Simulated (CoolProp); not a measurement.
A simple Rankine cycle with water: condensing at 299.15 K, boiler at 0.0755 MPa, turbine inlet 367.1 K, turbine efficiency 0.75, pump efficiency 0.8, no recuperator. Each further row changes one setting.

The numbers come from the reference Helmholtz-energy equation of state, Wagner 2002 in CoolProp.

```tsv
case	thermal efficiency (%)	net work (kJ/kg)	heat in (kJ/kg)	turbine exit temperature (K)	volume ratio over the turbine
as stated	12.9	329	2560	299.2	16.9
turbine inlet 387.1 K	12.9	335	2600	299.2	16.2
condensing temperature 291.15 K	14.3	372	2590	291.1	26.5
boiler pressure 0.0528 MPa	11.4	293	2560	299.2	12.0
turbine efficiency 0.65	11.1	285	2560	299.2	17.2
```

The expansion ends wet for: as stated; turbine inlet 387.1 K; condensing temperature 291.15 K; boiler pressure 0.0528 MPa; turbine efficiency 0.65.
